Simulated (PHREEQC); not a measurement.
**Spent oxide etchant**

A solution holds 0.24 mol/kgw HF, 0.018 mol/kgw H2SiF6, 0.11 mol/kgw HBF4 and 0.00048 mol/kgw HNO3, at 25 °C. Closed to the air; pH follows from the charge balance.

Computed with PHREEQC (ion-association model, wateq4f.dat).

The pH is 0.92 and the ionic strength comes out as 0.166 mol/kgw. The activity of water is 0.992 and the total alkalinity comes out as -788 meq/kg.

```
species  molality  activity   log γ
-------  --------  --------  ------
H+          0.148     0.119  -0.094
HF          0.137     0.142   0.017
BF4-        0.110    0.0766  -0.156
H2F2       0.0506    0.0526   0.017
SiF6-2     0.0180   0.00572  -0.498
F-        0.00110  0.000794  -0.142
```

No solid was allowed to form. wateq4f.dat counts part of the HF as a dimer, H2F2, which phreeqc.dat doesn't know; its constant is uncertain. SiF6-2 is the database's only silicon fluoride. Real BF4- forms and hydrolyses slowly; the run takes it at equilibrium.
